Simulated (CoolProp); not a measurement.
Vapour-liquid equilibrium of R125 (1) + cyclopropane (2) at 8.22 bar; x and y are mole fractions of (1).

Values from CoolProp's multi-fluid Helmholtz-energy mixture model, Lemmon 2005 and Polt 1992; pair parameters Bell 2016. This equation is an older, rougher fit; its heat capacities, sound speeds and derivatives of the liquid may be far off and weren't checked against measurements.

Task: Give the bubble temperature and the first vapour's composition at x = 0.05, 0.15, 0.85. Is there an azeotrope?

Result: x = 0.05: 296.1 K, y = 0.184; x = 0.15: 288.0 K, y = 0.387; x = 0.85: 278.3 K, y = 0.833. y crosses x between x = 0.75 and 0.85: the model has an azeotrope there.

Pair parameters are fitted to limited data, so mixtures are less certain than the pure fluids.
